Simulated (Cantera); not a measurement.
**Ignition delay**

Mixture: H₂ : O₂ : N₂ = 1 : 0.877 : 3.3 (molar parts), at 0.938 atm, adiabatic and at constant volume. Ignition delay is the time to a rise of 400 K.

Cantera simulation using the H2/O2 subset of GRI-Mech 3.0, which has no nitrogen chemistry; the numbers are that mechanism's predictions, not measurements. Where the delays flatten at high temperature, the 400 K rule measures the pace of heat release, not the induction time.

```tsv
T0 (K)	delay (ms)
1275	0.0352
1375	0.0253
1475	0.0204
1575	0.0182
1675	0.0177
1775	0.0183
```
